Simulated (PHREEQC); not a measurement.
Solution (80 °C): 0.021 mol/kgw H2SO4. Closed to the air; pH follows from the charge balance.

The numbers come from PHREEQC with the Pitzer model, pitzer.dat.

The ionic strength comes out as 0.0276 mol/kgw. What activity coefficients do SO4-2, H+, HSO4- get?

SO4-2 0.45, H+ 0.84, HSO4- 0.85. Single-ion values are on the MacInnes scale.

Precipitation was switched off in this run. Species that the database lacks are ignored. Constants without temperature data keep their 25 °C values here.
